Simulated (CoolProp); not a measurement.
Vapour-liquid equilibrium of propane (1) + isohexane (2) at 261 K; x and y are mole fractions of (1).

Computed with CoolProp (multi-fluid Helmholtz-energy mixture model, Lemmon 2009 and Lemmon 2006; pair parameters Bell 2016).

| x | bubble pressure (MPa) | y at the bubble point | dew pressure at overall composition x (MPa) | liquid density (mol/L) |
|---|---|---|---|---|
| 0.05 | 0.02117 | 0.788 | 0.004906 | 8.073 |
| 0.125 | 0.04563 | 0.908 | 0.005323 | 8.324 |
| 0.2 | 0.06975 | 0.944 | 0.005816 | 8.588 |
| 0.275 | 0.09355 | 0.961 | 0.006409 | 8.866 |
| 0.35 | 0.1171 | 0.971 | 0.007137 | 9.157 |
| 0.425 | 0.1403 | 0.978 | 0.008052 | 9.463 |
| 0.5 | 0.1634 | 0.983 | 0.009234 | 9.784 |
| 0.575 | ? | 0.987 | ? | 10.12 |
| 0.65 | 0.2093 | 0.990 | 0.01307 | 10.48 |
| 0.725 | 0.2324 | 0.993 | 0.01650 | ? |
| 0.8 | 0.2558 | ? | 0.02237 | 11.24 |
| 0.875 | 0.2796 | 0.997 | 0.03470 | 11.64 |
| 0.95 | 0.3043 | 0.999 | 0.07691 | 12.06 |

Some entries are withheld; supply them.


- 0.575, bubble pressure (MPa): 0.1864
- 0.575, dew pressure at overall composition x (MPa): 0.01082
- 0.725, liquid density (mol/L): 10.85
- 0.8, y at the bubble point: 0.995

No azeotrope shows between x = 0.05 and 0.95.

Pair parameters are fitted to limited data, so mixtures are less certain than the pure fluids. The gap from Raoult's law changes sign with composition, which may be real or a fault of the pair parameters; it wasn't checked against measurements.
